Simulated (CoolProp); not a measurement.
Isobutene along the isotherm 476.8 K: fugacity coefficient from the reference equation and from simpler models built on Tc = 418.1 K, pc = 4016 kPa, ω = 0.193; each cubic takes its own stable root.

The numbers come from the reference Helmholtz-energy equation of state, Lemmon 2005 in CoolProp. It is a short technical equation, of lower accuracy than the large ones.

| p (kPa) | phase | reference | van der Waals | Redlich-Kwong | Soave-Redlich-Kwong |
|---|---|---|---|---|---|
| 127 | gas | 0.9929 | 0.9932 | 0.9927 | 0.9931 |
| 289 | gas | 0.9839 | 0.9846 | 0.9834 | 0.9843 |
| 658 | gas | 0.9634 | 0.9650 | 0.9624 | 0.9645 |
| 1500 | gas | ___ | 0.9205 | ___ | 0.9201 |
| 3410 | gas | 0.8171 | 0.8207 | 0.8129 | 0.8238 |
| 7750 | supercritical | 0.6133 | 0.6010 | ___ | 0.6316 |
| 17600 | supercritical | 0.4107 | 0.4328 | 0.4160 | ___ |
| 40200 | supercritical | 0.3654 | 0.4697 | 0.3803 | 0.4133 |

Q: What belongs in the gaps?

A: 
- 1500, reference: 0.9175
- 1500, Redlich-Kwong: 0.9154
- 7750, Redlich-Kwong: 0.6056
- 17600, Soave-Redlich-Kwong: 0.4454
